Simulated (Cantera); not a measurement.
An adiabatic, constant-pressure homogeneous reactor starts with CH₄ : CO : O₂ : N₂ : CO₂ = 1 : 0.085 : 4.64 : 17.5 : 4.2 (molar parts), at 1725 K and 10.9 atm.

Cantera simulation using GRI-Mech 3.0 (53 species, 325 reactions); the numbers are that mechanism's predictions, not measurements.

Q: Predict: time of steepest temperature rise; temperature at 3.00 s; equilibrium temperature; x(CO) at 3.00 s; x(O₂) at 3.00 s; x(H₂O) at 3.00 s; x(H) at 3.00 s.

A: 
```
Item                                                                Result
---------------------------------  ---------------------------------------
time of steepest temperature rise                                  27.6 µs
temperature at 3.00 s                                               2379 K
equilibrium temperature                                             2379 K
x(CO) at 3.00 s                    0.00359 (gas-phase equilibrium 0.00359)
x(O₂) at 3.00 s                      0.0898 (gas-phase equilibrium 0.0898)
x(H₂O) at 3.00 s                     0.0707 (gas-phase equilibrium 0.0707)
x(H) at 3.00 s                     6.63e-5 (gas-phase equilibrium 6.63e-5)
```
